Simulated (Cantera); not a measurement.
Charge: 1 mol Fe3O4, a varied amount of C, 0.041 mol CO, equilibrated at 1725 K and 5630 Torr.

Method: chemical equilibrium by Gibbs-energy minimisation in Cantera with the NASA 1993 tables (ideal gas, pure condensed phases). Candidate condensed phases: C, Fe, Fe(CO)5, FeO, Fe2O3, Fe3O4; 15 gas species. Mutual solubility and eutectic melting of coexisting phases are not modelled. The tables' stoichiometric FeO is somewhat more stable than real wüstite, so its field is too wide. FeO: taken at fixed stoichiometry. Equilibrium is a limit: real reactors are often held back by kinetics, nucleation or transport.

### Question
Which condensed phases are stable at each of these points (n(C) (mol)): 0.7, 1.1, 1.5, 1.9, 2.4, 2.8, 3.2?

### Answer
```csv
n(C) (mol),condensed phases,Fe condensed (%)
0.7,FeO(l),100.0
1.1,Fe(δ) + FeO(l),100.0
1.5,Fe(δ) + FeO(l),100.0
1.9,Fe(δ) + FeO(l),100.0
2.4,Fe(δ) + FeO(l),100.0
2.8,Fe(δ) + FeO(l),100.0
3.2,Fe(δ) + FeO(l),100.0
```

At 0.7 mol C the condensed part is FeO(l). From 1.1 mol C to 3.2 mol C the condensed part is Fe(δ) + FeO(l).
